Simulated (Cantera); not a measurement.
A closed system holds: 1 mol Si₃N₄, 0.74 mol H₂O, 130 mol N₂, 0.0037 mol O₂, equilibrated at 26.0 Pa.

Method: chemical equilibrium by Gibbs-energy minimisation in Cantera with the NASA 1993 tables (ideal gas, pure condensed phases). Candidate condensed phases: H₂O, Si, SiO₂, Si₂N₂O, Si₃N₄; 35 gas species. Mutual solubility and eutectic melting of coexisting phases are not modelled. The tables' values for SiN are old estimates; treat these amounts as uncertain. Equilibrium is a limit: real reactors are often held back by kinetics, nucleation or transport.

x: gas mole fraction; n: condensed amount in mol.

| T (K) | x N₂ | x SiO | x H₂ | x Si | x H | x Si₂N | x SiN | n Si₂N₂O(s) | n Si₃N₄(s) | n Si(s) |
|---|---|---|---|---|---|---|---|---|---|---|
| 1398 | 0.994 | 6.41e-5 | 0.00564 | 2.30e-7 | 2.20e-5 | 7.62e-10 | 7.56e-9 | 0.739 | 0.505 | 0 |
| 1423 | 0.994 | ? | 0.00563 | ? | ? | ? | 1.91e-8 | 0.727 | 0.508 | 0 |
| 1448 | 0.994 | 0.000358 | 0.00563 | 1.79e-6 | 4.29e-5 | 1.04e-8 | 4.65e-8 | 0.700 | 0.517 | 0 |
| 1473 | 0.994 | 0.000809 | 0.00561 | 4.74e-6 | 5.88e-5 | 3.60e-8 | 1.10e-7 | 0.641 | 0.537 | 0 |
| 1498 | 0.993 | 0.00178 | 0.00560 | 1.21e-5 | 7.97e-5 | 1.19e-7 | 2.53e-7 | 0.514 | 0.579 | 0 |
| 1523 | 0.990 | 0.00381 | 0.00557 | 3.02e-5 | 0.000107 | 3.80e-7 | 5.65e-7 | 0.246 | 0.668 | 0 |
| 1548 | 0.989 | 0.00566 | 0.00553 | 7.29e-5 | 0.000142 | 1.16e-6 | 1.23e-6 | 0 | 0.747 | 0 |
| 1573 | 0.988 | 0.00566 | 0.00551 | ? | ? | ? | 2.61e-6 | 0 | 0.743 | 0 |
| 1598 | 0.988 | 0.00560 | 0.00542 | 0.000360 | 0.000243 | 8.38e-6 | 5.00e-6 | 0 | 0 | 2.20 |
| 1623 | 0.988 | 0.00559 | 0.00538 | 0.000602 | 0.000314 | 1.31e-5 | 7.63e-6 | 0 | 0 | 2.17 |
| 1648 | 0.988 | 0.00559 | 0.00533 | 0.000991 | 0.000403 | 2.02e-5 | 1.15e-5 | 0 | 0 | 2.11 |

Some entries are withheld; supply them.


- 1423, x SiO: 0.000154
- 1423, x Si: 6.53e-7
- 1423, x H: 3.09e-5
- 1423, x Si₂N: 2.89e-9
- 1573, x Si: 0.000171
- 1573, x H: 0.000187
- 1573, x Si₂N: 3.44e-6
